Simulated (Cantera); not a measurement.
Source: NASA polynomial tables (part measured, part estimated), evaluated in Cantera. Values are per mole of reaction as written; species without (g) are pure solids or liquids, kept so even where they would boil at 1 bar.

Between 300 and 873 K, where is each reaction favourable under standard conditions?
- 2 CrO3(g) + N(g) ⇌ Cr2N + 6 O(g)


- 2 CrO3(g) + N(g) ⇌ Cr2N + 6 O(g): ΔG° is 1379 kJ at 300 K and 1162 kJ at 873 K; it stays positive (K < 1). ΔH° is 1508 kJ and ΔS° 396 J/K at 873 K.
